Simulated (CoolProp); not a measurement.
Dry air along the isotherm -164.85 °C: Z from the reference equation and from simpler models built on Tc = -140.6 °C, pc = 3786 kPa, ω = 0.034; each cubic takes its own stable root.

Values from CoolProp's reference Helmholtz-energy equation of state, Lemmon 2000. It is a pseudo-pure fit of the blend.

```csv
p (kPa),phase,reference
146,gas,0.9759
291,gas,0.9510
437,gas,0.9247
582,gas,0.8970
728,gas,0.8674
1600,liquid,0.07140
1750,liquid,0.07797
1890,liquid,0.08409
```

Question: How far does each simpler model (Redlich-Kwong, Peng-Robinson) lie from the reference over these 8 states: mean and median of the absolute difference, and the worst?

Answer: 
- Redlich-Kwong: mean 0.6 %, median 0.4 %, worst +1.3 % at -164.85 °C and 1600 kPa
- Peng-Robinson: mean 4.1 %, median 0.5 %, worst -10.5 % at -164.85 °C and 1890 kPa
